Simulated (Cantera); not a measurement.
An isothermal, constant-pressure homogeneous reactor starts with N2O : O2 = 1 : 0.11 (molar parts), at 1375 K and 0.132 atm. Integrator tolerance rtol = 1e-08.

Computed with Cantera and GRI-Mech 3.0 (53 species, 325 reactions). GRI-Mech 3.0 was tuned for natural gas; its chemistry of N2O as a main component is partial and can be far from experiment. The mechanism lacks the step 2 NO + O2 → 2 NO2, which can matter for NO2 below about 1400 K. The temperature is held fixed by assumption; the heat of reaction is taken as removed at once.

```csv
quantity,before,after
x(N2O) at 40.0 s,3.09e-6 (gas-phase equilibrium 1.56e-8),1.93e-6 (gas-phase equilibrium 5.74e-8)
x(O2) at 40.0 s,0.326 (gas-phase equilibrium 0.379),0.339 (gas-phase equilibrium 0.378)
x(NO2) at 40.0 s,0.000390 (gas-phase equilibrium 2.99e-6),0.00108 (gas-phase equilibrium 1.10e-5)
x(N2) at 40.0 s,0.568 (gas-phase equilibrium 0.621),0.582 (gas-phase equilibrium 0.621)
x(NO) at 40.0 s,0.106 (gas-phase equilibrium 0.000752),0.0780 (gas-phase equilibrium 0.000752)
x(O) at 40.0 s,1.00e-6 (gas-phase equilibrium 1.08e-6),2.78e-7 (gas-phase equilibrium 2.94e-7)
```

Question: What was changed between the two runs?
A. temperature 1375 to 1250 K
B. temperature 1375 to 1098 K
C. pressure from 0.132 atm to 1.78 atm
D. temperature 1375 to 1225 K

Answer: C, pressure from 0.132 atm to 1.78 atm
